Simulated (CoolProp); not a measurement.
Vapour-liquid equilibrium of diethyl ether (1) + n-hexane (2) at 0.181 MPa; x and y are mole fractions of (1).

Model: multi-fluid Helmholtz-energy mixture model, Thol 2014 and Thol 2019; pair parameters Bell 2016, in CoolProp.

| x | bubble temperature (K) | y at the bubble point | dew temperature at overall composition x (K) | liquid density (mol/L) |
|---|---|---|---|---|
| 0.05 | 357.7 | 0.139 | 360.2 | 6.994 |
| 0.15 | 351.5 | 0.345 | 357.4 | 7.204 |
| 0.25 | 346.5 | 0.491 | 354.4 | 7.409 |
| 0.35 | 342.4 | 0.602 | 351.3 | 7.614 |
| 0.45 | 339.0 | 0.691 | 347.9 | 7.823 |
| 0.55 | 335.9 | 0.765 | 344.4 | 8.037 |
| 0.65 | 333.1 | 0.828 | 340.6 | 8.260 |
| 0.75 | 330.6 | 0.884 | 336.5 | 8.491 |
| 0.85 | 328.3 | 0.934 | 332.2 | 8.732 |
| 0.95 | 326.1 | 0.979 | 327.5 | 8.983 |

No azeotrope shows between x = 0.05 and 0.95.

Pair parameters are fitted to limited data, so mixtures are less certain than the pure fluids.
